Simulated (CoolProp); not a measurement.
Vapour-liquid equilibrium of R1234ze(E) (1) + R227EA (2) at 44.65 °C; x and y are mole fractions of (1).

The numbers come from the multi-fluid Helmholtz-energy mixture model, Thol 2016 and Lemmon 2016; pair parameters Bell 2023 in CoolProp.

Problem. Give the bubble pressure and the first vapour's composition at x = 0.05, 0.5, 0.575. Is there an azeotrope?

Solution. x = 0.05: 803.0 kPa, y = 0.056; x = 0.5: 849.1 kPa, y = 0.517; x = 0.575: 854.3 kPa, y = 0.590. No azeotrope shows between x = 0.05 and 0.95.

Pair parameters are fitted to limited data, so mixtures are less certain than the pure fluids.
